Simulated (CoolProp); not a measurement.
Vapour pressure (MPa) of R115: the reference equation beside estimates from Tc = 353.1 K, pc = 3.129 MPa, ω = 0.248. Clausius-Clapeyron is anchored at 273.6 K with a constant enthalpy of vaporisation of 16.71 kJ/mol.

Model: reference Helmholtz-energy equation of state, Lemmon 2016, in CoolProp.

```json
[
 {"T (K)": "254.6", "reference": "0.2344", "Clausius-Clapeyron": "0.2585", "Soave-Redlich-Kwong": "0.2349", "Peng-Robinson": "…"},
 {"T (K)": "259.4", "reference": "0.2787", "Clausius-Clapeyron": "0.2992", "Soave-Redlich-Kwong": "0.2798", "Peng-Robinson": "0.2775"},
 {"T (K)": "264.1", "reference": "0.3279", "Clausius-Clapeyron": "0.3434", "Soave-Redlich-Kwong": "0.3298", "Peng-Robinson": "0.3267"},
 {"T (K)": "268.9", "reference": "0.3847", "Clausius-Clapeyron": "0.3933", "Soave-Redlich-Kwong": "…", "Peng-Robinson": "0.3835"},
 {"T (K)": "273.6", "reference": "0.4472", "Clausius-Clapeyron": "0.4472", "Soave-Redlich-Kwong": "0.4513", "Peng-Robinson": "0.4461"},
 {"T (K)": "278.3", "reference": "0.5169", "Clausius-Clapeyron": "0.5062", "Soave-Redlich-Kwong": "0.5225", "Peng-Robinson": "0.5161"},
 {"T (K)": "283.1", "reference": "0.5961", "Clausius-Clapeyron": "0.5721", "Soave-Redlich-Kwong": "0.6035", "Peng-Robinson": "0.5959"},
 {"T (K)": "287.8", "reference": "0.6821", "Clausius-Clapeyron": "0.6424", "Soave-Redlich-Kwong": "0.6916", "Peng-Robinson": "0.6826"},
 {"T (K)": "292.5", "reference": "0.7770", "Clausius-Clapeyron": "0.7187", "Soave-Redlich-Kwong": "0.7889", "Peng-Robinson": "0.7785"},
 {"T (K)": "297.3", "reference": "…", "Clausius-Clapeyron": "…", "Soave-Redlich-Kwong": "0.8983", "Peng-Robinson": "0.8865"},
 {"T (K)": "302", "reference": "…", "Clausius-Clapeyron": "0.8921", "Soave-Redlich-Kwong": "1.016", "Peng-Robinson": "1.003"}
]
```

Complete the blanks.


- 254.6, Peng-Robinson: 0.2334
- 268.9, Soave-Redlich-Kwong: 0.3876
- 297.3, reference: 0.8836
- 297.3, Clausius-Clapeyron: 0.8030
- 302, reference: 0.9982

Absolute difference from the reference over all 11 rows, mean and median: Clausius-Clapeyron 5.8 and 5.8 %, Soave-Redlich-Kwong 1.1 and 1.1 %, Peng-Robinson 0.3 and 0.3 %.
